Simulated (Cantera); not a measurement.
Charge: 1 mol SiCl4, 0.63 mol HCl, 0.33 mol H2, equilibrated at 1048.15 K and 10000 Pa.

Method: chemical equilibrium by Gibbs-energy minimisation in Cantera with the NASA 1993 tables (ideal gas, pure condensed phases). Candidate condensed phases: Si; 19 gas species. The tables' values for SiCl3 are old estimates; treat these amounts as uncertain. The numbers say what is thermodynamically allowed, not how fast it happens.

**Question.** What is the equilibrium state?

**Answer.** 
| Property | Value |
|---|---|
| x(SiCl4) | 0.507 |
| x(HCl) | 0.325 |
| x(H2) | 0.165 |
| x(SiHCl3) | 0.00264 |
| x(SiCl3) | 0.000645 |
| x(SiCl2) | 1.50e-5 |
| x(SiH2Cl2) | 1.57e-6 |
| gas amount | 1.961 mol |
| log10 activity of Si(s) (absent) | -4.90 |
